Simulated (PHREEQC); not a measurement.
**Polishing slurry liquid: speciation**

Consider water at 25 °C with 0.051 mol TMAH per kg of water. Closed to the air; pH follows from the charge balance.

The numbers come from PHREEQC with the ion-association model, wateq4f.dat.

This is a speciation only: nothing precipitates in the calculation.

Predict the pH.

pH 12.62.

Species that the database lacks are ignored. (CH3)4N+ isn't in the database: it is added as a free cation with an ion size of 4 Å.
